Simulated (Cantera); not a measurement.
Feed: 1 mol SiH4, 1.1 mol N2, 19 mol H2, equilibrated at 1825 K and 88.0 Pa.

These are equilibrium values from Cantera (NASA tables, ideal gas, pure condensed phases), not measurements of a reactor. Candidate condensed phases: Si, Si3N4; 18 gas species. The tables' values for SiN are old estimates; treat these amounts as uncertain. Gases not in the tables: Si2H6 and higher silanes. Rates play no part.

Base state: H2 0.931, N2 0.0491, H 0.0143, Si 0.00517, SiH 0.000157, Si2 3.36e-5, SiH2 3.32e-5, Si2N 2.19e-5 (mole fractions); condensed: Si(l).

### Question
What changes in the equilibrium state with this change: pressure from 88.0 Pa to 13300 Pa?

### Answer
```tsv
species	before	after
H2	0.931	0.949
N2	0.0491	0.0497
H	0.0143	0.00117
Si	0.00517	3.41e-5
Si2	3.36e-5	2.22e-7
Si2N	2.19e-5	1.79e-6
SiN	1.40e-5	1.14e-6
Si(l), mol	0.877	0.998
```
